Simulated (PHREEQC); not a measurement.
Synthetic water in mg/L, 20 °C, pH 3.51, pe 9.5: Na 168; K 3.37; Ca 93.3; Mg 31.2; Cl 93.1; S(6) as SO4 610; F 2.22.

Cl is adjusted to close the charge balance.
Valence states are taken as typed.

Computed with PHREEQC (ion-association model, wateq4f.dat).

Precipitation was switched off in this run.

Estimate the ionic strength.

ionic strength 0.0209 mol/kgw.

In which forms is Mg present?

Mg+2 73 %, MgSO4 27 % of the Mg.
